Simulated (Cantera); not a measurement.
Stirred combustor or abatement burner

A perfectly stirred reactor is fed with CO : H₂ : O₂ : N₂ : H₂O = 1 : 0.031 : 0.43 : 1.62 : 0.21 (molar parts), equivalence ratio 1.2, at 120000 Pa; it is adiabatic with a 475 K inlet, and is followed from long to short residence time, starting on the burning branch (τ in s: 0.18, 0.068, 0.026, 0.01, 0.0039, 0.0015, 0.00057, 0.00022, 8.3e-05, 3.2e-05, 1.2e-05).

Computed with Cantera and GRI-Mech 3.0 (53 species, 325 reactions).

```
τ (s)    T (K)    x CO     x H₂     x O₂    x N₂O      x NO       x O    x NO₂
-------  -----  ------  -------  -------  -------  --------  --------  -------
0.18      2381  0.0720  0.00348  0.00601  1.31e-7   0.00228  0.000646  4.09e-7
0.068     2365  0.0739  0.00361  0.00711  1.35e-7   0.00197  0.000790  3.67e-7
0.026     2331  0.0780  0.00388  0.00938  1.39e-7   0.00143   0.00113  2.81e-7
0.010     2269  0.0851  0.00441   0.0133  1.44e-7  0.000803   0.00183  1.61e-7
0.0039    2177  0.0948  0.00520   0.0184  1.47e-7  0.000350   0.00308  7.00e-8
0.0015    2056   0.106  0.00623   0.0244  1.44e-7  0.000146   0.00506  2.94e-8
0.00057   1911   0.118  0.00732   0.0308  1.37e-7   8.16e-5   0.00780  1.70e-8
0.00022   1743   0.131  0.00795   0.0380  1.29e-7   5.39e-5    0.0108  1.23e-8
8.3e-5    1468   0.170  0.00605   0.0581  1.39e-7   1.61e-5    0.0108  6.10e-9
3.2e-5     475   0.304  0.00942    0.131   <1e-12    <1e-12    <1e-12   <1e-12
1.2e-5     475   0.304  0.00942    0.131   <1e-12    <1e-12    <1e-12   <1e-12
```
x: mole fraction; the columns are a selection and need not sum to one.
